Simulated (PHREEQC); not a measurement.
Solution (25 °C): 6.2 mmol/kgw H2SO4, 14 mmol/kgw AlCl3 and 2.4 mmol/kgw MgCl2. Closed to the air; pH follows from the charge balance.

Equilibrium calculation in PHREEQC: ion-association model, wateq4f.dat.

This is a speciation only: nothing precipitates in the calculation.

What pH, ionic strength does the model give?

pH 2.01; ionic strength 0.0835 mol/kgw.

In which forms is S present?

AlSO4+ 64 %, SO4-2 21 %, HSO4- 10 %, Al(SO4)2- 2.1 %, MgSO4 1.9 % of the S.
